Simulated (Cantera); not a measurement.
Feed: 1 mol PbO, 0.91 mol CO, 11 mol N₂, equilibrated at 2325 °C and 1000 Pa.

Equilibrium computed with Cantera from the NASA thermochemical tables; the gas is ideal and each condensed phase is pure. The numbers say what is thermodynamically allowed, not how fast it happens.

```json
[
 {"species": "N₂", "before": "0.811", "after": "0.846"},
 {"species": "Pb", "before": "0.0719", "after": "0.0697"},
 {"species": "CO₂", "before": "0.0108", "after": "0.0572"},
 {"species": "CO", "before": "0.0565", "after": "0.0128"},
 {"species": "O", "before": "0.0269", "after": "0.000587"},
 {"species": "O₂", "before": "0.0136", "after": "0.00528"},
 {"species": "NO", "before": "0.00700", "after": "0.00135"},
 {"species": "PbO", "before": "0.00216", "after": "0.00725"}
]
```
Gas species are given as mole fractions.

What was changed between the two runs?
(A) N₂ from 11 to 2.3 mol
(B) N₂ from 11 to 0.4 mol
(C) temperature from 2325 °C to 1752 °C
(D) pressure from 1000 Pa to 101000 Pa

C, temperature from 2325 °C to 1752 °C
